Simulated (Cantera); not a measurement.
What does this Cantera script print?

```python
import numpy as np
import cantera as ct

gas_names = [...]  # 91 gases of nasa_gas.yaml made of C, Cl, H
cond_names = """
    C(gr) C6H6(L) C7H8(L) C8H18(L),n-octa
""".split()


# ... load() reads the species with a 1 bar reference pressure and builds the phases ...
atoms = {
    'CCl4': {'C': 1, 'CL': 4},
    'H2': {'H': 2},
    'HCl': {'H': 1, 'CL': 1},
}
top_T = {'C(gr)': 4500}  # K; cautious upper limits of use, not melting points


# ... equilibrate(T, P, feed) seeds the gas with the atoms and calls Mixture.equilibrate('TP', solver="vcs", rtol=1e-11, max_steps=5000) ...
results = []
feed = {'CCl4': 1, 'H2': 0.4, 'HCl': 0.01}  # mol
P = 41  # Pa
for T in [873, 973, 1073, 1173, 1273, 1373, 1473, 1573, 1673, 1773, 1873, 1973, 2073]:
    mix = equilibrate(T, P, feed)
    results.append((T, P, feed, dict(zip(mix.species_names, mix.species_moles))))

top = {s: max(r[3][s] / sum(r[3][g] for g in gas_names) for r in results) for s in gas_names}
cols = sorted((s for s in top if top[s] > 0.0001), key=lambda s: -top[s])[:9]
seen = [c for c in cond_names if any(r[3].get(c, 0) > 1e-12 for r in results)]
print("log10 of partial pressures in bar; condensed amounts in mol")
print(f"{'T/K':>10s}" + "".join(f"{s[:9]:>10s}" for s in cols + seen))
for T, P, feed, n in results:
    ng = sum(n[g] for g in gas_names)
    print(f"{T:10.4g}" + "".join(f"{np.log10(max(n[s] / ng * P / 1e5, 1e-99)):10.3f}" for s in cols)
          + "".join(f"{n.get(c, 0):10.4g}" for c in seen))
```

Result:

```
log10 of partial pressures in bar; condensed amounts in mol
       T/K        CL       CL2       HCL         H        H2     C(gr)
       873    -6.137    -3.566    -3.861   -18.389   -16.117         1
       973    -5.376    -3.571    -3.863   -16.445   -14.958         1
      1073    -4.763    -3.589    -3.870   -14.858   -14.009         1
      1173    -4.272    -3.643    -3.890   -13.533   -13.210         1
      1273    -3.901    -3.776    -3.933   -12.397   -12.499         1
      1373    -3.660    -4.044    -3.995   -11.372   -11.788         1
      1473    -3.544    -4.461    -4.047   -10.389   -10.983         1
      1573    -3.504    -4.948    -4.070    -9.448   -10.114         1
      1673    -3.491    -5.424    -4.078    -8.581    -9.275         1
      1773    -3.487    -5.862    -4.081    -7.799    -8.507         1
      1873    -3.486    -6.258    -4.082    -7.097    -7.813         1
      1973    -3.485    -6.616    -4.085    -6.465    -7.191         1
      2073    -3.485    -6.939    -4.092    -5.900    -6.639         1
```

Equilibrium computed with Cantera from the NASA thermochemical tables; the gas is ideal and each condensed phase is pure.
